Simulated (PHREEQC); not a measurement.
Solution (20 °C): 0.24 mol/kgw HF, 4.4e-05 mol/kgw (CH3)4NF and 0.0052 mol/kgw (NH4)2SiF6. Closed to the air; pH follows from the charge balance.

Model: ion-association model, wateq4f.dat, run in PHREEQC.

This is a speciation only: nothing precipitates in the calculation.

Task: Predict the pH, ionic strength.

Result: pH 1.93; ionic strength 0.0290 mol/kgw.

Task: In which forms is F present?

Result: HF 46 %, H2F2 36 %, SiF6-2 12 %, F- 3.4 %, HF2- 3.1 % of the F.

Complexes and solids missing from the database can't appear. (CH3)4N+ isn't in the database: it is added as a free cation with an ion size of 4 Å. wateq4f.dat counts part of the HF as a dimer, H2F2, which phreeqc.dat doesn't know; its constant is uncertain. SiF6-2 is the database's only silicon fluoride.
